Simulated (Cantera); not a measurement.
Mixture: CH₄ : H₂ : O₂ : N₂ = 1 : 0.098 : 1.21 : 4.53 (molar parts), equivalence ratio 1.7, at 500000 Pa, adiabatic and at constant pressure. Ignition delay is the time to a rise of 400 K.

Computed with Cantera and GRI-Mech 3.0 (53 species, 325 reactions).

**Question.** What does this change do: pressure from 500000 Pa to 1000000 Pa?

**Answer.** 
```tsv
quantity	before	after
delay at 1075 K	13.7 ms	5.88 ms
delay at 1275 K	2.24 ms	1.03 ms
delay at 1475 K	0.345 ms	0.187 ms
delay at 1675 K	63.1 µs	36.6 µs
delay at 1875 K	16.2 µs	9.23 µs
apparent activation energy between 1775 and 1975 K	170 kJ/mol	180 kJ/mol
```

**Question.** What does this change do: pressure from 500000 Pa to 2700000 Pa?

**Answer.** 
```csv
quantity,before,after
delay at 1075 K,13.7 ms,2.20 ms
delay at 1275 K,2.24 ms,0.305 ms
delay at 1475 K,0.345 ms,68.7 µs
delay at 1675 K,63.1 µs,15.8 µs
delay at 1875 K,16.2 µs,4.17 µs
apparent activation energy between 1775 and 1975 K,170 kJ/mol,180 kJ/mol
```
The pressure lies above the range GRI-Mech 3.0 was tuned for (to about 10 atm).
